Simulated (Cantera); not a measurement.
Feed: 1 mol SiO2, 0.058 mol N2.

These are equilibrium values from Cantera (NASA tables, ideal gas, pure condensed phases), not measurements of a reactor. Candidate condensed phases: Si, SiO2, Si2N2O, Si3N4; 16 gas species. The tables hold silica as quartz up to 1696 K and as liquid above; real silica turns to tridymite and cristobalite and melts near 1996 K. Rates play no part.

### Question
What condenses at these points (T in K, P in Pa): (1725, 32000); (2025, 32); (2225, 1); (1975, 1000); (2125, 5.6)?

### Answer
| T (K) | P in Pa | condensed phases | Si condensed (%) |
|---|---|---|---|
| 1725 | 32000 | SiO2 | 100.0 |
| 2025 | 32 | SiO2 | 99.7 |
| 2225 | 1 | gas only | 0.0 |
| 1975 | 1000 | SiO2 | 100.0 |
| 2125 | 5.6 | gas only | 0.0 |
